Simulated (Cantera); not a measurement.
An adiabatic, constant-pressure homogeneous reactor starts with C₃H₈ : O₂ : N₂ = 1 : 4.17 : 15.7 (molar parts), equivalence ratio 1.2, at 1225 K and 1.01 bar.

Computed with Cantera and GRI-Mech 3.0 (53 species, 325 reactions). GRI-Mech 3.0 was tuned for natural gas; its chemistry of propane as a main component is partial and can be far from experiment.

Question: Predict: time of steepest temperature rise; temperature at 0.800 s; equilibrium temperature; x(O₂) at 0.800 s; x(O) at 0.800 s; x(NO) at 0.800 s; x(NO₂) at 0.800 s.

Answer: 
```
Quantity                                                             Value
---------------------------------  ---------------------------------------
time of steepest temperature rise                                  3.83 ms
temperature at 0.800 s                                              2683 K
equilibrium temperature                                             2683 K
x(O₂) at 0.800 s                   0.00615 (gas-phase equilibrium 0.00615)
x(O) at 0.800 s                    0.00263 (gas-phase equilibrium 0.00263)
x(NO) at 0.800 s                   0.00493 (gas-phase equilibrium 0.00493)
x(NO₂) at 0.800 s                  6.31e-7 (gas-phase equilibrium 6.31e-7)
```
